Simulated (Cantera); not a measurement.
A closed system holds: 1 mol Si, 10 mol HCl, 12 mol N₂, held at 798.15 K and 49.5 Torr.

These are equilibrium values from Cantera (NASA tables, ideal gas, pure condensed phases), not measurements of a reactor. Candidate condensed phases: NH₄Cl, Si, Si₃N₄; 28 gas species. Kinetics and transport are ignored.

Base state: N₂ 0.571, HCl 0.286, H₂ 0.0952, SiCl₄ 0.0476, SiHCl₃ 1.40e-5 (mole fractions); condensed: gas only.

**Question.** What changes in the equilibrium state with this change: pressure from 49.5 Torr to 0.0443 Torr?

**Answer.** 
```tsv
species	before	after
N₂	0.571	0.569
HCl	0.286	0.295
H₂	0.0952	0.0903
SiCl₄	0.0476	0.0452
SiHCl₃	1.40e-5	1.22e-5
Si₃N₄(s), mol	0	0.0168
```
N₂ is the only nitrogen source here; it is nearly inert below about 1500 K, so the nitride shown seldom forms there in practice.
